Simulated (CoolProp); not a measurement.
Ethylene along the isobar 1.97 MPa: Z from the reference equation and from simpler models built on Tc = 282.4 K, pc = 5.042 MPa, ω = 0.087; each cubic takes its own stable root.

The numbers come from the reference Helmholtz-energy equation of state, Smukala 2000 in CoolProp.

```csv
T (K),phase,reference
261.6,gas,0.8040
273,gas,0.8338
284.4,gas,0.8572
295.8,gas,0.8761
307.2,gas,0.8916
318.6,gas,0.9047
330,gas,0.9157
341.4,gas,0.9252
352.8,gas,0.9334
364.2,gas,0.9405
375.6,gas,0.9467
387,gas,0.9522
398.4,gas,0.9571
409.8,gas,0.9614
421.2,gas,0.9653
432.5,gas,0.9687
```

Question: How far does each simpler model (van der Waals, Redlich-Kwong, Peng-Robinson) lie from the reference over these 16 states: mean and median of the absolute difference, and the worst?

Answer: 
- van der Waals: mean 1.0 %, median 0.7 %, worst +4.2 % at 261.6 K and 1.97 MPa
- Redlich-Kwong: mean 0.3 %, median 0.4 %, worst +0.5 % at 261.6 K and 1.97 MPa
- Peng-Robinson: mean 1.2 %, median 1.2 %, worst -1.7 % at 273 K and 1.97 MPa
